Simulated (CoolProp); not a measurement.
Vapour-liquid equilibrium of cyclohexane (1) + o-xylene (2) at 391.9 K; x and y are mole fractions of (1).

Model: multi-fluid Helmholtz-energy mixture model, Zhou 2014 and Zhou 2012; pair parameters Bell 2016, in CoolProp.

```csv
x,bubble pressure (kPa),y at the bubble point,dew pressure at overall composition x (kPa),liquid density (mol/L)
0.05,64.87,0.278,51.08,7.503
0.2,108.9,0.626,59.38,7.583
0.35,146.9,0.764,70.83,7.664
0.5,180.1,0.842,87.56,7.747
0.65,210.2,0.897,(withheld),7.835
0.8,239.3,0.942,160.8,(withheld)
0.95,269.3,(withheld),244.8,8.035
```

Question: Fill in the missing entries.

Answer: 
- 0.65, dew pressure at overall composition x (kPa): 114.1
- 0.8, liquid density (mol/L): 7.930
- 0.95, y at the bubble point: 0.985

No azeotrope shows between x = 0.05 and 0.95.

Pair parameters are fitted to limited data, so mixtures are less certain than the pure fluids.
